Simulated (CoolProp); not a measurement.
The fluid at 293.15 K and 2.59 MPa flows at 0.41 m/s in a round tube of 100 mm bore and 45 µm roughness, fully developed (64/Re and Nu = 3.66 if laminar; Colebrook and Gnielinski if turbulent). The same conditions are run with several fluids, on thermodynamics alone (safety and materials aside).

Model: reference Helmholtz-energy equation of state of each fluid (CF4 (R14): Platzer 1990; methane: Setzmann 1991; C2F6 (R116): Lemmon 2006; oxygen: Schmidt 1985; carbon dioxide: Span 1996), in CoolProp. The equations of Platzer and Polt are older, rougher fits.

| fluid | Reynolds number | Darcy friction factor | pressure drop (Pa/m) | heat-transfer coefficient (W/(m² K)) | mass flow (kg/h) |
|---|---|---|---|---|---|
| CF4 (R14) | 228000 | 0.0183 | 1.60 | 79.5 | 1210 |
| methane | 64100 | 0.0215 | 0.323 | 51.7 | 207 |
| C2F6 (R116) | 590000 | 0.0172 | 3.57 | 281 | 2860 |
| oxygen | 68100 | 0.0213 | 0.619 | 40.6 | 401 |
| carbon dioxide | 150000 | 0.0191 | 0.887 | 62.5 | 640 |

Transport values come from each fluid's own correlations; those of CF4 (R14), C2F6 (R116) are estimates that may be off by 10 % or more.
